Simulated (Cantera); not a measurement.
A perfectly stirred reactor is fed with 20.4 % CO, 1.68 % H2, 1.33 % CH4, 15.4 % O2, 57.9 % N2, 3.27 % H2O, equivalence ratio 0.89, at 585 Torr; it is adiabatic with a 400 K inlet, and is followed from long to short residence time, starting on the burning branch (τ in s: 0.081, 0.034, 0.015, 0.0061, 0.0026, 0.0011, 0.00046, 0.0002, 8.3e-05).

Detailed kinetics in Cantera: GRI-Mech 3.0 (53 species, 325 reactions).

Question: Predict: blow-out, bracketed by the residence times tried; x(CO) at τ = 81.0 ms; x(H2) at τ = 81.0 ms; x(CH4) at τ = 81.0 ms; x(OH) at τ = 81.0 ms; x(H) at τ = 81.0 ms; x(CO) at τ = 2.60 ms; x(H2) at τ = 2.60 ms; x(CH4) at τ = 2.60 ms; x(OH) at τ = 2.60 ms; x(H) at τ = 2.60 ms.

Answer: 
* **blow-out, bracketed by the residence times tried**: burning at 0.200 ms, out at 83.0 µs
* **x(CO) at τ = 81.0 ms**: 0.0217
* **x(H2) at τ = 81.0 ms**: 0.00144
* **x(CH4) at τ = 81.0 ms**: 5.77e-7
* **x(OH) at τ = 81.0 ms**: 0.00452
* **x(H) at τ = 81.0 ms**: 0.000543
* **x(CO) at τ = 2.60 ms**: 0.0517
* **x(H2) at τ = 2.60 ms**: 0.00425
* **x(CH4) at τ = 2.60 ms**: 7.68e-6
* **x(OH) at τ = 2.60 ms**: 0.00712
* **x(H) at τ = 2.60 ms**: 0.00450
